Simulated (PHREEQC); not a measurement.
A solution holds 0.017 mol/kgw HCl, 4.6e-05 mol/kgw CuSO4 and 0.068 mol/kgw MnSO4, at 25 °C. Closed to the air; pH follows from the charge balance.

Model: ion-association model, phreeqc.dat, run in PHREEQC.

This is a speciation only: nothing precipitates in the calculation.

**Question.** Order these Cu species by the share of Cu that they hold, largest first: CuCl+, CuSO4, Cu+2.

**Answer.** Cu+2 (58 %), CuSO4 (41 %), CuCl+ (0.86 %)

The pH is 2.18 and the ionic strength 0.167 mol/kgw. Complexes and solids missing from the database can't appear.
